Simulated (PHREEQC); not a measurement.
Make-up at 20 °C: 0.08 mol/kgw Al2(SO4)3, 0.019 mol/kgw CaCl2 and 0.0007 mol/kgw HCl. Closed to the air; pH follows from the charge balance.

The numbers come from PHREEQC with the ion-association model, phreeqc.dat.

Each row changes one thing in this solution. Precipitation was switched off in this run.

```tsv
case	pH	ionic strength (mol/kgw)	HSO4- (mol/kgw)	AlOH+2 (mol/kgw)	AlHSO4+2 (mol/kgw)	Al(OH)2+ (mol/kgw)	SI of Gibbsite (Al(OH)3)
as made	3.52	0.291	0.000455	0.000164	6.34e-6	1.03e-6	-0.56
HCl replaced by PbCl2 at the same molality	3.88	0.292	0.000201	0.000371	2.79e-6	5.28e-6	+0.51
CaCl2 replaced by (CH3)4NCl at the same molality	3.53	0.264	0.000476	0.000151	6.05e-6	1.00e-6	-0.55
CaCl2 from 0.019 to 0.0038 mol/kgw	3.53	0.250	0.000472	0.000151	6.06e-6	1.02e-6	[?]
0.0032 mol/kgw NH3 added	4.66	0.295	3.37e-5	[?]	[?]	0.000189	+2.85
temperature from 20 to 35 °C	3.50	0.281	0.000637	0.000365	7.97e-6	7.61e-6	+0.14
```

Task: Complete the blanks.

Result: 
- CaCl2 from 0.019 to 0.0038 mol/kgw, SI of Gibbsite (Al(OH)3): -0.54
- 0.0032 mol/kgw NH3 added, AlOH+2 (mol/kgw): 0.00218
- 0.0032 mol/kgw NH3 added, AlHSO4+2 (mol/kgw): 4.51e-7

Species that the database lacks are ignored. Some of these states are supersaturated (in Gypsum, Anglesite, Al(OH)3(a), for instance).
